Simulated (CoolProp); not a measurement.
Properties of propylene along the isotherm 203.4 K (Tc = 364.2 K, pc = 4555 kPa, ω = 0.146).

Values from CoolProp's reference Helmholtz-energy equation of state, Lemmon 2013.

```tsv
p (kPa)	phase	Joule-Thomson coefficient (K/MPa)	isothermal compressibility (1/MPa)	expansivity (1/kK)
253	liquid	-0.4616	0.001402	1.851
506	liquid	-0.4622	0.001397	1.847
759	liquid	-0.4629	0.001392	1.842
1010	liquid	-0.4635	0.001387	1.838
1270	liquid	-0.4642	0.001382	1.834
1520	liquid	-0.4648	0.001377	1.830
1770	liquid	-0.4655	0.001372	1.826
2020	liquid	-0.4661	0.001368	1.821
2280	liquid	-0.4667	0.001363	1.817
```
